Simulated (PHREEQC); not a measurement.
Consider water at 25 °C with 0.0071 mol/kgw CuSO4, 0.0011 mol/kgw HBF4 and 0.05 mol/kgw Na2SO4. It is in equilibrium with CO2 at log p = -3.4 (atm). Otherwise closed; pH follows from the charge balance.

Equilibrium calculation in PHREEQC: ion-association model, phreeqc.dat.

### Question
The ionic strength comes out as 0.150 mol/kgw. What activity coefficients do CuF+, Na+, H+, SO4-2, Cu+2 get?

### Answer
CuF+ 0.76, Na+ 0.76, H+ 0.81, SO4-2 0.32, Cu+2 0.36.

This is a speciation only: nothing precipitates in the calculation. Real BF4- forms and hydrolyses slowly; the run takes it at equilibrium.
